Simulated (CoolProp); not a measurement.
Vapour-liquid equilibrium of R113 (1) + benzene (2) at 0.509 MPa; x and y are mole fractions of (1).

The numbers come from the multi-fluid Helmholtz-energy mixture model, Marx 1992 and Thol 2012; pair parameters Bell 2016 in CoolProp.

Q: Give the bubble temperature and the first vapour's composition at x = 0.425, 0.5, 0.65. Is there an azeotrope?

A: x = 0.425: 392.7 K, y = 0.611; x = 0.5: 390.5 K, y = 0.667; x = 0.65: 386.7 K, y = 0.770. No azeotrope shows between x = 0.05 and 0.95.

Pair parameters are fitted to limited data, so mixtures are less certain than the pure fluids.
